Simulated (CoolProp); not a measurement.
A closed Brayton cycle with carbon dioxide: compressor inlet 327.15 K and 8.1 MPa, high pressure 21 MPa, turbine inlet 820 K, compressor efficiency 0.8, turbine efficiency 0.9, recuperator effectiveness 0.95 (on enthalpy, no pinch check). Each further row changes one setting.

Values from CoolProp's reference Helmholtz-energy equation of state, Span 1996.

```csv
case,thermal efficiency (%),net work (kJ/kg),compressor to turbine work,compressor exit (K),turbine exit (K)
as stated,33.6,70.6,0.43,410.9,706.7
turbine inlet 770 K,31.1,…,0.46,410.9,660.8
compressor inlet 337.15 K,32.0,64.5,0.48,…,706.7
high pressure 17.8 MPa,33.2,61.2,…,395.8,…
recuperator effectiveness 0.5,…,70.6,0.43,410.9,706.7
```

Question: What belongs in the gaps?

Answer: 
- turbine inlet 770 K, net work (kJ/kg): 62.0
- compressor inlet 337.15 K, compressor exit (K): 426.3
- high pressure 17.8 MPa, compressor to turbine work: 0.41
- high pressure 17.8 MPa, turbine exit (K): 725.8
- recuperator effectiveness 0.5, thermal efficiency (%): 19.4
